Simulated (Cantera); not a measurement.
A closed system holds: 1 mol Si, 2.8 mol Cl2, 1.4 mol H2, held at 427 °C and 1 atm.

Equilibrium computed with Cantera from the NASA thermochemical tables; the gas is ideal and each condensed phase is pure. Candidate condensed phases: Si; 19 gas species. Rates play no part.

Base state: HCl 0.500, SiCl4 0.312, H2 0.187, SiHCl3 2.39e-5 (mole fractions); condensed: gas only.

Problem. What changes in the equilibrium state with this change: temperature from 427 °C to 1002 °C?

Solution. 
```json
[
 {"species": "HCl", "before": "0.500", "after": "0.507"},
 {"species": "SiCl4", "before": "0.312", "after": "0.305"},
 {"species": "H2", "before": "0.187", "after": "0.181"},
 {"species": "SiCl3", "before": "3.79e-9", "after": "0.00282"},
 {"species": "SiCl2", "before": "<1e-9", "after": "0.000170"}
]
```
The tables' values for SiCl3 are old estimates; treat these amounts as uncertain.
